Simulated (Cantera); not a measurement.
Standard-state values (1 bar) from the NASA 1993 polynomials, evaluated with Cantera. Values are per mole of reaction as written; species without (g) are pure solids or liquids, kept so even where they would boil at 1 bar.

3 O2(g) + 8 TiO(g) → 2 Ti4O7

| T (K) | ΔH° (kJ) | ΔS° (J/K) | ΔG° (kJ) | log10 K | condensed phases |
|---|---|---|---|---|---|
| 1100 | -7119.1 | -1896.6 | -5032.9 | 238.99 | Ti4O7(s) |
| 1300 | -7080.9 | -1864.6 | -4656.9 | 187.11 | Ti4O7(s) |
| 1500 | [?] | [?] | [?] | [?] | Ti4O7(s) |
| 1700 | -7000.7 | -1810.9 | -3922.1 | 120.51 | Ti4O7(s) |
| 1900 | [?] | [?] | [?] | [?] | Ti4O7(s) |
| 2100 | -6449.8 | -1527.4 | -3242.2 | 80.64 | Ti4O7(l) |
| 2300 | [?] | [?] | [?] | [?] | Ti4O7(l) |
| 2500 | [?] | [?] | [?] | [?] | Ti4O7(l) |
| 2700 | -6265.9 | -1450.3 | -2350.0 | 45.46 | Ti4O7(l) |

**Question.** Complete the blanks.

**Answer.** 
- 1500, ΔH° (kJ): -7041.3
- 1500, ΔS° (J/K): -1836.3
- 1500, ΔG° (kJ): -4286.8
- 1500, log10 K: 149.28
- 1900, ΔH° (kJ): -6959.1
- 1900, ΔS° (J/K): -1787.8
- 1900, ΔG° (kJ): -3562.3
- 1900, log10 K: 97.93
- 2300, ΔH° (kJ): -6387.8
- 2300, ΔS° (J/K): -1499.2
- 2300, ΔG° (kJ): -2939.6
- 2300, log10 K: 66.76
- 2500, ΔH° (kJ): -6326.5
- 2500, ΔS° (J/K): -1473.6
- 2500, ΔG° (kJ): -2642.4
- 2500, log10 K: 55.21
